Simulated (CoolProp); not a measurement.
The numbers come from the reference Helmholtz-energy equation of state, Leachman 2009 in CoolProp.

### Question
For normal hydrogen, give the phase and the cv (kJ/(kg K)), conductivity (mW/(m K)) at 73.3 K and 1.16 MPa; 284 K and 1.16 MPa.

### Answer
- 73.3 K and 1.16 MPa: gas; cv 6.51, conductivity 56.2
- 284 K and 1.16 MPa: gas; cv 10.1, conductivity 180

Thermal conductivity comes from a separate model (Assael 2011).
